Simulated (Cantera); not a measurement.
Cantera run:

```python
import numpy as np
import cantera as ct

gas_names = """
    CL CL2 H HCL H2 Si SiCL SiCL2 SiCL3 SiCL4 SiH SiHCL3 SiH2 SiH2CL2 SiH3 SiH3CL SiH4 Si2 Si3
""".split()
cond_names = """
    Si(cr) Si(L)
""".split()


def load(file, names, dense=False):
    # The tables refer to 1 bar. Condensed volumes are neglected.
    table = {s.name: s for s in ct.Species.list_from_file(file)}
    out = []
    for n in names:
        d = dict(table[n].input_data)
        d["thermo"] = dict(d["thermo"], **{"reference-pressure": 1e5})
        if dense:
            d["equation-of-state"] = {"model": "constant-volume", "density": "1e6 g/cm^3"}
        out.append(ct.Species.from_dict(d))
    return out


gas = ct.Solution(thermo="ideal-gas", species=load("nasa_gas.yaml", gas_names))
cond = {s.name: ct.Solution(thermo="fixed-stoichiometry", species=[s], name=s.name)
        for s in load("nasa_condensed.yaml", cond_names, dense=True)}
atoms = {
    'SiCl4': {'Si': 1, 'CL': 4},
    'Cl2': {'CL': 2},
    'H2': {'H': 2},
}
top_T = {}  # K; cautious upper limits of use, not melting points


def equilibrate(T, P, feed):
    n = {}
    for name, mol in feed.items():
        for a, k in atoms[name].items():
            n[a] = n.get(a, 0.0) + k * mol
    gas.TPX = T, P, n
    mass = sum(n.values()) * gas.mean_molecular_weight
    gas.equilibrate("TP")
    valid = [c for c in cond.values() if c.min_temp <= T <= top_T.get(c.name, c.max_temp)]
    mix = ct.Mixture([(gas, mass / gas.mean_molecular_weight)] + [(c, 0.0) for c in valid])
    mix.T, mix.P = T, P
    mix.equilibrate("TP", solver="vcs", rtol=1e-11, max_steps=5000)
    return mix


results = []
T = 1148.15  # K
P = 57000  # Pa
for m in [0.92, 1.1, 1.4, 1.7, 2.2, 2.7, 3.3, 4.1, 5.1]:
    feed = {'SiCl4': 1, 'Cl2': 1, 'H2': m}  # mol
    mix = equilibrate(T, P, feed)
    results.append((T, P, feed, dict(zip(mix.species_names, mix.species_moles))))

top = {s: max(r[3][s] / sum(r[3][g] for g in gas_names) for r in results) for s in gas_names}
cols = sorted((s for s in top if top[s] > 1e-06), key=lambda s: -top[s])[:9]
seen = [c for c in cond_names if any(r[3].get(c, 0) > 1e-12 for r in results)]
print("log10 of partial pressures in bar; condensed amounts in mol")
print(f"{'n(H2)':>10s}" + "".join(f"{s[:9]:>10s}" for s in cols + seen))
for T, P, feed, n in results:
    ng = sum(n[g] for g in gas_names)
    print(f"{feed['H2']:10.4g}" + "".join(f"{np.log10(max(n[s] / ng * P / 1e5, 1e-99)):10.3f}" for s in cols)
          + "".join(f"{n.get(c, 0):10.4g}" for c in seen))
```

Result:

```
log10 of partial pressures in bar; condensed amounts in mol
     n(H2)       HCL        H2     SiCL4       CL2    SiHCL3     SiCL3        CL     SiCL2   SiH2CL2
      0.92    -0.445    -8.333    -0.710    -1.811   -10.295    -7.169    -3.477   -12.586   -20.783
       1.1    -0.434    -1.741    -0.736    -8.382    -3.741    -3.911    -6.762    -6.043    -7.647
       1.4    -0.473    -1.179    -0.778    -9.023    -3.181    -3.632    -7.083    -5.443    -6.485
       1.7    -0.509    -0.972    -0.816    -9.301    -2.976    -3.531    -7.222    -5.203    -6.038
       2.2    -0.563    -0.793    -0.874    -9.588    -2.801    -3.445    -7.365    -4.973    -5.630
       2.7    -0.611    -0.691    -0.925    -9.786    -2.702    -3.397    -7.464    -4.827    -5.381
       3.3    -0.662    -0.611    -0.980    -9.967    -2.627    -3.362    -7.555    -4.701    -5.176
       4.1    -0.721    -0.543    -1.045   -10.154    -2.564    -3.333    -7.648    -4.579    -4.985
       5.1    -0.785    -0.487    -1.115   -10.337    -2.515    -3.312    -7.740    -4.466    -4.817
```

Method: chemical equilibrium by Gibbs-energy minimisation in Cantera with the NASA 1993 tables (ideal gas, pure condensed phases). The tables' values for SiCl3 are old estimates; treat these amounts as uncertain.
